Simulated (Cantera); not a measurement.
Charge: 1 mol MgO, 5.8 mol CO, equilibrated at 777 °C.

Method: chemical equilibrium by Gibbs-energy minimisation in Cantera with the NASA 1993 tables (ideal gas, pure condensed phases). Candidate condensed phases: C, Mg, MgCO3, MgO; 15 gas species. The numbers say what is thermodynamically allowed, not how fast it happens.

x: gas mole fraction; n: condensed amount in mol.

```csv
P (Pa),x CO,x CO2,x Mg,n MgO(s),n C(graphite)
10,1.000,2.14e-5,…,1.00,0
42,1.000,8.98e-5,…,1.00,0
180,1.000,0.000385,…,1.00,0.00223
750,0.998,0.00160,…,1.00,0.00925
3200,0.993,0.00675,<1e-12,1.00,0.0389
13000,0.974,0.0263,<1e-12,1.00,0.149
56000,0.902,0.0975,<1e-12,1.00,0.515
240000,0.728,0.272,<1e-12,1.00,1.24
1000000,0.489,0.511,<1e-12,1.00,1.96
```

**Question.** Some entries are withheld; supply them.

**Answer.** 
- 10, x Mg: 2.81e-8
- 42, x Mg: 1.59e-9
- 180, x Mg: 8.67e-11
- 750, x Mg: 5.00e-12
